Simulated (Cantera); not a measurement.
Fe(CO)5 + CO + H2 (iron carbonyl, mercury and lead vapours)

Feed: 1 mol Fe(CO)5, 8.8 mol CO, 68 mol H2, equilibrated at 0.490 bar.

These are equilibrium values from Cantera (NASA tables, ideal gas, pure condensed phases), not measurements of a reactor. Candidate condensed phases: C, C6H6, C7H8, C8H18, Fe, Fe(CO)5, FeO, Fe(OH)2, Fe(OH)3, Fe2O3, Fe3O4, H2O; 114 gas species. Condensed phases not in the tables: cementite and carbon dissolved in iron. Rates play no part.

```
T (°C)  log p H2  log p CO  log p CH4  log p H2O  log p CO2  log p H  log p C2H2 (acetylene)  n C(graphite)  n Fe(α)  n Fe(γ)
------  --------  --------  ---------  ---------  ---------  -------  ----------------------  -------------  -------  -------
627        -0.44     -1.38      -1.39      -1.44      -2.02   -10.15                  -10.69          0.756     1.00        0
727        -0.41     -1.15      -1.85      -1.95      -2.54    -8.85                   -9.38              0     1.00        0
827        -0.40     -1.10      -2.35      -2.43      -3.14    -7.79                   -8.50              0     1.00        0
927        -0.39     -1.09      -2.80      -2.86      -3.69    -6.90                   -7.80              0        0     1.00
1027       -0.39     -1.09      -3.18      -3.22      -4.17    -6.15                   -7.21              0        0     1.00
1127       -0.39     -1.08      -3.51      -3.54      -4.57    -5.51                   -6.71              0        0    1.000
1227       -0.39     -1.08      -3.79      -3.82      -4.93    -4.95                   -6.27              0        0    1.000
```
log p: log10 of the partial pressure in bar; n: condensed amount in mol.

At 627 °C the condensed part is C(graphite) + Fe(α). From 727 °C to 827 °C the condensed part is Fe(α). From 927 °C to 1227 °C the condensed part is Fe(γ).
